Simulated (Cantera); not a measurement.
# Adiabatic ignition

An adiabatic, constant-volume homogeneous reactor starts with 28.5 % CO, 11.7 % H2, 12.6 % O2, 47.3 % N2, equivalence ratio 1.6, at 1075 K and 10.0 bar.

Detailed kinetics in Cantera: GRI-Mech 3.0 (53 species, 325 reactions). The hydrogen kinetics of GRI-Mech 3.0 are dated; newer H2 mechanisms differ, most at raised pressure. Above 3000 K some thermodynamic fits are extrapolated.

```
t (s)     T (K)  P (bar)   x CO    x H2     x O2     x NO     x N2O
--------  -----  -------  -----  ------  -------  -------  --------
1.00e-6    1075     10.0  0.285   0.117    0.126   <1e-12    <1e-12
3.94e-6    1075     10.0  0.285   0.117    0.126   <1e-12    <1e-12
1.55e-5    1075     10.0  0.285   0.117    0.126   <1e-12    <1e-12
6.11e-5    1075     10.0  0.285   0.117    0.126   <1e-12  1.14e-12
0.000241   1085     10.1  0.284   0.116    0.125   <1e-12  1.69e-10
0.000949   3053     25.3  0.173  0.0167  0.00469  0.00625   1.46e-6
0.00374    3053     25.3  0.173  0.0167  0.00469  0.00625   1.46e-6
0.0147     3053     25.3  0.173  0.0167  0.00469  0.00625   1.46e-6
0.0580     3053     25.3  0.173  0.0167  0.00469  0.00625   1.46e-6
0.228      3053     25.3  0.173  0.0167  0.00469  0.00625   1.46e-6
0.900      3053     25.3  0.173  0.0167  0.00469  0.00625   1.46e-6
```
x: mole fraction; the columns are a selection and need not sum to one.

```json
{
  "time_of_steepest_temperature_rise": "0.394 ms",
  "temperature at 0.900 s": "3053 K",
  "equilibrium_temperature": "3053 K",
  "x(CO) at 0.900 s": "0.173 (gas-phase equilibrium 0.173)",
  "x(H2) at 0.900 s": "0.0167 (gas-phase equilibrium 0.0167)",
  "x(O2) at 0.900 s": "0.00469 (gas-phase equilibrium 0.00469)"
}
```
